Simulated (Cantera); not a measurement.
Feed: 1 mol Cr, 0.056 mol H2O, 2.6 mol H2, held at 0.0975 Torr.

Method: chemical equilibrium by Gibbs-energy minimisation in Cantera with the NASA 1993 tables (ideal gas, pure condensed phases). Candidate condensed phases: Cr, Cr2O3, H2O; 13 gas species. Mutual solubility and eutectic melting of coexisting phases are not modelled. Equilibrium is a limit: real reactors are often held back by kinetics, nucleation or transport.

x: gas mole fraction; n: condensed amount in mol.

| T (K) | x H2 | x H | x Cr | x H2O | x O | x CrO | x OH | n Cr(s) | n Cr2O3(s) |
|---|---|---|---|---|---|---|---|---|---|
| 750 | 1.00 | 2.77e-11 | <1e-12 | 4.83e-8 | <1e-12 | <1e-12 | <1e-12 | 0.963 | 0.0187 |
| 900 | 1.000 | 1.03e-8 | 3.74e-12 | 1.51e-6 | <1e-12 | <1e-12 | <1e-12 | 0.963 | 0.0187 |
| 1050 | 1.000 | 7.11e-7 | 6.75e-9 | 1.70e-5 | <1e-12 | <1e-12 | <1e-12 | 0.963 | 0.0187 |
| 1200 | 1.000 | 1.73e-5 | 1.82e-6 | 0.000103 | <1e-12 | 2.72e-11 | ___ | 0.963 | 0.0186 |
| 1350 | 0.999 | 0.000209 | 0.000138 | 0.000411 | <1e-12 | 1.27e-8 | ___ | 0.963 | 0.0183 |
| 1500 | 0.993 | 0.00154 | 0.00433 | 0.00123 | 7.32e-11 | 1.68e-6 | ___ | 0.953 | 0.0176 |
| 1650 | 0.919 | 0.00764 | 0.0708 | 0.00281 | 7.14e-9 | 8.98e-5 | ___ | 0.765 | 0.0159 |
| 1800 | 0.697 | 0.0262 | 0.266 | 0.00872 | 6.31e-7 | 0.00174 | ___ | 0 | 0.00573 |
| 1950 | 0.645 | 0.0808 | 0.259 | 0.0116 | 1.22e-5 | 0.00296 | ___ | 0 | 0 |
| 2100 | 0.542 | 0.201 | 0.243 | 0.00986 | 0.000115 | 0.00332 | ___ | 0 | 0 |
| 2250 | 0.374 | 0.398 | 0.215 | 0.00687 | 0.000807 | 0.00342 | ___ | 0 | 0 |
| 2400 | 0.192 | 0.611 | 0.186 | 0.00278 | 0.00347 | 0.00263 | ___ | 0 | 0 |

Task: What belongs in the gaps?

Result: 
- 1200, x OH: 1.42e-11
- 1350, x OH: 1.40e-9
- 1500, x OH: 5.45e-8
- 1650, x OH: 1.05e-6
- 1800, x OH: 2.17e-5
- 1950, x OH: 0.000131
- 2100, x OH: 0.000436
- 2250, x OH: 0.00110
- 2400, x OH: 0.00163
